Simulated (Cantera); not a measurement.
An isothermal, constant-pressure homogeneous reactor starts with C2H6 : N2 = 1 : 30 (molar parts), at 1098 K and 61000 Pa. Integrator tolerance rtol = 1e-08.

Model: GRI-Mech 3.0 (53 species, 325 reactions), integrated in Cantera. GRI-Mech 3.0 stops at C3 and has no aromatics, soot or wall deposition, so with more carbon than oxygen in the feed, carbon stays in small species such as C2H2 where larger ones or solid carbon would form.

What does this change do: pressure from 61000 Pa to 450 Pa?


```json
[
 {"quantity": "x(C2H6) at 60.0 s", "before": "0.000199 (gas-phase equilibrium 1.83e-5)", "after": "2.66e-5 (gas-phase equilibrium 3.35e-8)"},
 {"quantity": "x(H2) at 60.0 s", "before": "0.0354 (gas-phase equilibrium 0.0169)", "after": "0.0363 (gas-phase equilibrium 0.0572)"},
 {"quantity": "x(CH4) at 60.0 s", "before": "0.00656 (gas-phase equilibrium 0.0283)", "after": "0.00509 (gas-phase equilibrium 0.00222)"},
 {"quantity": "x(C2H4) at 60.0 s", "before": "0.0164 (gas-phase equilibrium 0.00308)", "after": "0.0181 (gas-phase equilibrium 0.000226)"},
 {"quantity": "x(CH3) at 60.0 s", "before": "2.42e-7 (gas-phase equilibrium 1.27e-7)", "after": "8.68e-7 (gas-phase equilibrium 6.30e-8)"}
]
```
Radical loss at walls, strong at low pressure, is not modelled.

What does this change do: N2 30 to 250 parts?


```tsv
quantity	before	after
x(C2H6) at 60.0 s	0.000199 (gas-phase equilibrium 1.83e-5)	2.08e-6 (gas-phase equilibrium 1.56e-7)
x(H2) at 60.0 s	0.0354 (gas-phase equilibrium 0.0169)	0.00651 (gas-phase equilibrium 0.00559)
x(CH4) at 60.0 s	0.00656 (gas-phase equilibrium 0.0283)	0.000282 (gas-phase equilibrium 0.00150)
x(C2H4) at 60.0 s	0.0164 (gas-phase equilibrium 0.00308)	0.000979 (gas-phase equilibrium 7.95e-5)
x(CH3) at 60.0 s	2.42e-7 (gas-phase equilibrium 1.27e-7)	1.69e-8 (gas-phase equilibrium 1.17e-8)
```

What does this change do: C2H6 1 to 0.19 parts?


| quantity | before | after |
|---|---|---|
| x(C2H6) at 60.0 s | 0.000199 (gas-phase equilibrium 1.83e-5) | 5.98e-6 (gas-phase equilibrium 5.26e-7) |
| x(H2) at 60.0 s | 0.0354 (gas-phase equilibrium 0.0169) | 0.00985 (gas-phase equilibrium 0.00749) |
| x(CH4) at 60.0 s | 0.00656 (gas-phase equilibrium 0.0283) | 0.000516 (gas-phase equilibrium 0.00319) |
| x(C2H4) at 60.0 s | 0.0164 (gas-phase equilibrium 0.00308) | 0.00183 (gas-phase equilibrium 0.000200) |
| x(CH3) at 60.0 s | 2.42e-7 (gas-phase equilibrium 1.27e-7) | 2.95e-8 (gas-phase equilibrium 2.14e-8) |
